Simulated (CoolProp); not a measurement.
The numbers come from the reference Helmholtz-energy equation of state, Thol 2021 in CoolProp.

Task: Give the vapour pressure (MPa), liquid density (kg/m³), vapour density (kg/m³), liquid cp (kJ/(kg K)) of saturated chlorine at 41.75, 47.65, 65.15 °C.

Result: 
```
T (°C)  p (MPa)  liquid density (kg/m³)  vapour density (kg/m³)  liquid cp (kJ/(kg K))
------  -------  ----------------------  ----------------------  ---------------------
41.75      1.19                    1340                    37.6                   1.02
47.65      1.37                    1320                    43.2                   1.04
65.15      2.01                    1260                    63.6                   1.09
```
